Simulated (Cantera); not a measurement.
A Cantera script and what it prints.

```python
import numpy as np
import cantera as ct

gas_names = [...]  # 123 gases of nasa_gas.yaml made of C, H, O, Si
cond_names = """
    C(gr) C6H6(L) C7H8(L) C8H18(L),n-octa H2O(s) H2O(L) Si(cr) Si(L) SiC(b) SiO2(Lqz) SiO2(hqz) SiO2(L)
""".split()


# ... load() reads the species with a 1 bar reference pressure and builds the phases ...
atoms = {
    'SiC': {'Si': 1, 'C': 1},
    'H2O': {'H': 2, 'O': 1},
    'H2': {'H': 2},
}
top_T = {'C(gr)': 4500, 'SiC(b)': 3050}  # K; cautious upper limits of use, not melting points


# ... equilibrate(T, P, feed) seeds the gas with the atoms and calls Mixture.equilibrate('TP', solver="vcs", rtol=1e-11, max_steps=5000) ...
results = []
feed = {'SiC': 1, 'H2O': 0.0024, 'H2': 300}  # mol
P = 133.322  # Pa
for T in [923, 1023, 1123, 1223, 1323, 1423, 1523, 1623, 1723, 1823, 1923]:
    mix = equilibrate(T, P, feed)
    results.append((T, P, feed, dict(zip(mix.species_names, mix.species_moles))))

top = {s: max(r[3][s] / sum(r[3][g] for g in gas_names) for r in results) for s in gas_names}
cols = sorted((s for s in top if top[s] > 0.001), key=lambda s: -top[s])[:5]
seen = [c for c in cond_names if any(r[3].get(c, 0) > 1e-12 for r in results)]
print("log10 of partial pressures in bar; condensed amounts in mol")
print(f"{'T/K':>10s}" + "".join(f"{s[:9]:>10s}" for s in cols + seen))
for T, P, feed, n in results:
    ng = sum(n[g] for g in gas_names)
    print(f"{T:10.4g}" + "".join(f"{np.log10(max(n[s] / ng * P / 1e5, 1e-99)):10.3f}" for s in cols)
          + "".join(f"{n.get(c, 0):10.4g}" for c in seen))
```

Output:

```
log10 of partial pressures in bar; condensed amounts in mol
       T/K        H2         H    SiC(b) SiO2(hqz)
       923    -2.875   -11.049    0.9988  0.001199
      1023    -2.875    -9.821    0.9989  0.001039
      1123    -2.875    -8.808    0.9987         0
      1223    -2.875    -7.959    0.9987         0
      1323    -2.875    -7.237    0.9988         0
      1423    -2.875    -6.615    0.9987         0
      1523    -2.875    -6.074    0.9984         0
      1623    -2.876    -5.598    0.9971         0
      1723    -2.877    -5.178    0.9894         0
      1823    -2.880    -4.803    0.9515         0
      1923    -2.887    -4.469    0.7954         0
```

These are equilibrium values from Cantera (NASA tables, ideal gas, pure condensed phases), not measurements of a reactor. Mutual solubility and eutectic melting of coexisting phases are not modelled.
